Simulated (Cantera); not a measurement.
A perfectly stirred reactor is fed with N2O : H2O = 1 : 0.16 (molar parts), at 143 Torr; it is held at 1075 K, and followed from long to short residence time.

Model: GRI-Mech 3.0 (53 species, 325 reactions), integrated in Cantera. GRI-Mech 3.0 was tuned for natural gas; its chemistry of N2O as a main component is partial and can be far from experiment. The mechanism lacks the step 2 NO + O2 → 2 NO2, which can matter for NO2 below about 1400 K. The temperature is held fixed by assumption; the heat of reaction is taken as removed at once.

Q: What does this change do: pressure from 143 Torr to 1050 Torr?

A: 
| quantity | before | after |
|---|---|---|
| x(N2O) at τ = 1.50 s | 0.837 | 0.730 |
| x(H2O) at τ = 1.50 s | 0.137 | 0.132 |
| x(OH) at τ = 1.50 s | 6.87e-6 | 7.35e-6 |
| x(N2) at τ = 1.50 s | 0.0170 | 0.0904 |
| x(H2O2) at τ = 1.50 s | 3.02e-8 | 8.95e-8 |
| x(N2O) at τ = 62.0 ms | 0.861 | 0.855 |
| x(H2O) at τ = 62.0 ms | 0.138 | 0.138 |
| x(OH) at τ = 62.0 ms | 4.24e-6 | 4.99e-6 |
| x(N2) at τ = 62.0 ms | 0.000727 | 0.00471 |
| x(H2O2) at τ = 62.0 ms | 1.00e-7 | 1.04e-7 |

Q: What does this change do: temperature 1075 to 1600 K?

A: 
| quantity | before | after |
|---|---|---|
| x(N2O) at τ = 1.50 s | 0.837 | 0.0105 |
| x(H2O) at τ = 1.50 s | 0.137 | 0.0966 |
| x(OH) at τ = 1.50 s | 6.87e-6 | 0.000610 |
| x(N2) at τ = 1.50 s | 0.0170 | 0.558 |
| x(H2O2) at τ = 1.50 s | 3.02e-8 | 2.00e-8 |
| x(N2O) at τ = 62.0 ms | 0.861 | 0.162 |
| x(H2O) at τ = 62.0 ms | 0.138 | 0.104 |
| x(OH) at τ = 62.0 ms | 4.24e-6 | 0.000856 |
| x(N2) at τ = 62.0 ms | 0.000727 | 0.444 |
| x(H2O2) at τ = 62.0 ms | 1.00e-7 | 4.41e-8 |
